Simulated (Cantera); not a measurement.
Input: 1 mol SiO2, 0.6 mol F2, 38 mol H2, at 752 °C and 1000 Pa.

Cantera equilibrium calculation (NASA polynomials, part measured and part estimated; ideal gas, pure solids and liquids). Rates play no part.

| species | before | after |
|---|---|---|
| H2 | 0.970 | 0.969 |
| HF | 0.0252 | 0.0292 |
| H2O | 0.00299 | 0.00105 |
| SiF4 | 0.00149 | 0.000448 |
| SiO | <1e-9 | 7.13e-5 |
| H | 4.29e-8 | 0.000125 |
| SiF3 | 1.65e-8 | 3.39e-5 |
| SiO2(β-quartz), mol | 0.942 | 0.978 |
Gas species are given as mole fractions.

Q: Which change was made?
A. temperature from 752 °C to 1200 °C
B. F2 from 0.6 to 7.2 mol
C. H2 from 38 to 0.3 mol
D. temperature from 752 °C to 502 °C

A: A, temperature from 752 °C to 1200 °C. The tables' values for SiF3 are old estimates; treat these amounts as uncertain. The tables hold silica as quartz up to 1696 K and as liquid above; real silica turns to tridymite and cristobalite and melts near 1996 K
